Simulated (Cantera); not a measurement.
Input (Python, Cantera) and output of one run.

```python
import numpy as np
import cantera as ct

gas_names = [...]  # 123 gases of nasa_gas.yaml made of C, H, O, Si
cond_names = """
    C(gr) C6H6(L) C7H8(L) C8H18(L),n-octa H2O(s) H2O(L) Si(cr) Si(L) SiC(b) SiO2(Lqz) SiO2(hqz) SiO2(L)
""".split()


# ... load() reads the species with a 1 bar reference pressure and builds the phases ...
atoms = {
    'SiC': {'Si': 1, 'C': 1},
    'CO2': {'C': 1, 'O': 2},
    'H2': {'H': 2},
}
top_T = {'C(gr)': 4500, 'SiC(b)': 3050}  # K; cautious upper limits of use, not melting points


# ... equilibrate(T, P, feed) seeds the gas with the atoms and calls Mixture.equilibrate('TP', solver="vcs", rtol=1e-11, max_steps=5000) ...
results = []
feed = {'SiC': 1, 'CO2': 0.097, 'H2': 670}  # mol
T = 1475  # K
for P in [0.1, 1.5, 22, 320, 4600, 68000, 1000000]:
    mix = equilibrate(T, P, feed)
    results.append((T, P, feed, dict(zip(mix.species_names, mix.species_moles))))

top = {s: max(r[3][s] / sum(r[3][g] for g in gas_names) for r in results) for s in gas_names}
cols = sorted((s for s in top if top[s] > 1e-05), key=lambda s: -top[s])[:9]
seen = [c for c in cond_names if any(r[3].get(c, 0) > 1e-12 for r in results)]
print("log10 of partial pressures in bar; condensed amounts in mol")
print(f"{'P/Pa':>10s}" + "".join(f"{s[:9]:>10s}" for s in cols + seen))
for T, P, feed, n in results:
    ng = sum(n[g] for g in gas_names)
    print(f"{P:10.4g}" + "".join(f"{np.log10(max(n[s] / ng * P / 1e5, 1e-99)):10.3f}" for s in cols)
          + "".join(f"{n.get(c, 0):10.4g}" for c in seen))
```

Result:

```
log10 of partial pressures in bar; condensed amounts in mol
      P/Pa        H2         H       CH4        CO        Si       SiO    SiC(b) SiO2(hqz)
       0.1    -6.006    -7.890   -15.090    -9.550    -9.879   -11.220    0.9062         0
       1.5    -4.826    -7.300   -13.260    -8.459    -9.348    -9.067    0.9412         0
        22    -3.658    -6.716   -10.986    -7.319    -9.287    -7.806    0.9506         0
       320    -2.495    -6.135    -8.666    -6.159    -9.281    -6.634    0.9512         0
      4600    -1.337    -5.556    -6.368    -5.010    -9.264    -5.452    0.9484         0
   6.8e+04    -0.168    -4.971    -4.177    -3.948    -9.116    -4.092    0.9202         0
     1e+06     1.000    -4.387    -2.515    -4.790    -8.443    -3.588    0.8913   0.08674
```

Cantera equilibrium calculation (NASA polynomials, part measured and part estimated; ideal gas, pure solids and liquids). Mutual solubility and eutectic melting of coexisting phases are not modelled. The tables hold silica as quartz up to 1696 K and as liquid above; real silica turns to tridymite and cristobalite and melts near 1996 K.
